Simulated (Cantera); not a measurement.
An isothermal, constant-pressure homogeneous reactor starts with 27.5 % H2, 72.5 % O2, equivalence ratio 0.19, at 1275 K and 370 Pa.

Model: the H2/O2 subset of GRI-Mech 3.0, which has no nitrogen chemistry, integrated in Cantera. Radical loss at walls, strong at low pressure, is not modelled. The temperature is held fixed by assumption; the heat of reaction is taken as removed at once.

x: mole fraction; the columns are a selection and need not sum to one.

```
t (s)         x H2   x O2       x H       x O    x H2O
--------  --------  -----  --------  --------  -------
8.00e-5      0.275  0.725   1.43e-8   3.13e-9  1.95e-9
0.000266     0.275  0.725   7.22e-8   3.06e-8  5.13e-8
0.000886     0.275  0.725   2.99e-6   1.48e-6  4.30e-6
0.00295     0.0975  0.629    0.0817    0.0456    0.128
0.00981     0.0160  0.575    0.0995    0.0904    0.204
0.0326      0.0148  0.589       ___       ___    0.220
0.109          ___  0.624       ___       ___      ___
0.361      0.00258  0.668   0.00459    0.0112    0.307
1.20      0.000211  0.679  0.000104  0.000902    0.318
4.00       2.21e-5  0.680   3.55e-6   9.48e-5    0.319
```

**Question.** Complete the blanks.

**Answer.** 
- 0.0326, x H: 0.0830
- 0.0326, x O: 0.0794
- 0.109, x H2: 0.0104
- 0.109, x H: 0.0424
- 0.109, x O: 0.0498
- 0.109, x H2O: 0.261
